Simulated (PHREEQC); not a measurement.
A PHREEQC input (ion-association model, phreeqc.dat):

```
SOLUTION 1
  temp 293.15
  units mg/kgw
  pH 6.58
  pe 1.1
  Na 97.3
  K 204
  Ca 274
  Mg 43.6
  Cl 238
  S(6) 599 as SO4
  Alkalinity 451 as HCO3
  Zn 2.48
END
USE solution 1
EQUILIBRIUM_PHASES 1
  CO2(g) -3.4 10
END
```

The run finishes without an error or a warning.

Its last state differs from that of the intended input:

| quantity | as run | intended |
|---|---|---|
| pH | 7.76 | 8.84 |
| ionic strength (mol/kgw) | 0.0256 | 0.0335 |
| HCO3- (mol/kgw) | 2.88e-6 | 0.00529 |
| Ca+2 (mol/kgw) | 0.00137 | 0.00505 |
| SO4-2 (mol/kgw) | 0.00548 | 0.00467 |
| Mg+2 (mol/kgw) | 6.82e-5 | 0.00132 |

### Question
One thing in the input isn't as intended. What explains the difference?

### Answer
This is not unique; one that fits is The fault: the temperature typed in kelvin. The line should read `temp 20` where the input has `temp 293.15`.
